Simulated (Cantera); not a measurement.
**Sublimation and decomposition of ceramics: Al2O3 + N2**

Input: 1 mol Al2O3, 0.018 mol N2, equilibrated at 2875 K and 7.50 Torr.

Equilibrium computed with Cantera from the NASA thermochemical tables; the gas is ideal and each condensed phase is pure. Candidate condensed phases: Al, AlN, Al2O3; 16 gas species. Equilibrium is a limit: real reactors are often held back by kinetics, nucleation or transport.

```
Quantity                               Result
--------------------------------  -----------
x(N2)                                   0.898
x(O)                                   0.0436
x(Al)                                  0.0235
x(AlO)                                 0.0191
x(Al2O)                               0.00577
x(NO)                                 0.00572
x(O2)                                 0.00363
x(Al2O2)                             0.000263
x(N)                                  5.69e-5
n(Al2O3(l))                         0.999 mol
gas amount                        0.01997 mol
log10 activity of Al(l) (absent)        -3.78
```
